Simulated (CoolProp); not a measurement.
A single-stage vapour-compression cycle with the fluid: evaporating at 250.15 K (dew point), condensing at 304.15 K (bubble point), superheat 10 K, subcooling 5 K, compressor efficiency 0.75, no pressure losses. The same conditions are run with several fluids, on thermodynamics alone (safety and materials aside).

The numbers come from the reference Helmholtz-energy equation of state of each fluid (R1233zd(E): Akasaka 2022; isobutane: Bücker 2006; C3F8 (R218): Lemmon 2006; R227EA: Lemmon 2016; isobutene: Lemmon 2005; R1336mzz(E): Akasaka 2023) in CoolProp.

### Question
Rank R1233zd(E), isobutane, C3F8 (R218), R227EA, isobutene, R1336mzz(E) by cooling COP, highest first.

### Answer
R1233zd(E) (2.96), isobutene (2.92), isobutane (2.87), R1336mzz(E) (2.78), R227EA (2.63), C3F8 (R218) (2.28)

```json
[
 {"fluid": "R1233zd(E)", "pressure ratio": "10.1", "discharge temperature (K)": "334.8", "refrigerating effect (kJ/kg)": "164", "volumetric capacity (kJ/m³)": "158"},
 {"fluid": "isobutane", "pressure ratio": "6.53", "discharge temperature (K)": "325.1", "refrigerating effect (kJ/kg)": "277", "volumetric capacity (kJ/m³)": "488"},
 {"fluid": "C3F8 (R218)", "pressure ratio": "5.59", "discharge temperature (K)": "304.6", "refrigerating effect (kJ/kg)": "54.5", "volumetric capacity (kJ/m³)": "923"},
 {"fluid": "R227EA", "pressure ratio": "7.23", "discharge temperature (K)": "310.8", "refrigerating effect (kJ/kg)": "87.1", "volumetric capacity (kJ/m³)": "534"},
 {"fluid": "isobutene", "pressure ratio": "7.04", "discharge temperature (K)": "332.8", "refrigerating effect (kJ/kg)": "310", "volumetric capacity (kJ/m³)": "426"},
 {"fluid": "R1336mzz(E)", "pressure ratio": "9.97", "discharge temperature (K)": "317.0", "refrigerating effect (kJ/kg)": "117", "volumetric capacity (kJ/m³)": "214"}
]
```
